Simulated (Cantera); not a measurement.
Feed: 1 mol n-butane, 0.056 mol H2O, at 2250 K and 10000 Pa.

Equilibrium computed with Cantera from the NASA thermochemical tables; the gas is ideal and each condensed phase is pure. Candidate condensed phases: C, C6H6, C7H8, C8H18, H2O; 110 gas species. Equilibrium is a limit: real reactors are often held back by kinetics, nucleation or transport.

Base state: H2 0.963, H 0.0230, CO 0.0108, C2H2 (acetylene) 0.00322, CH4 2.19e-5 (mole fractions); condensed: C(graphite).

**Question.** What changes in the equilibrium state with this change: temperature from 2250 K to 2575 K?

**Answer.** 
```csv
species,before,after
H2,0.963,0.874
H,0.0230,0.102
C2H2 (acetylene),0.00322,0.0128
CO,0.0108,0.0104
C3,6.50e-8,1.54e-5
C2H,3.06e-6,0.000126
C4H2,4.41e-6,7.82e-5
"C(graphite), mol",3.91,3.80
```
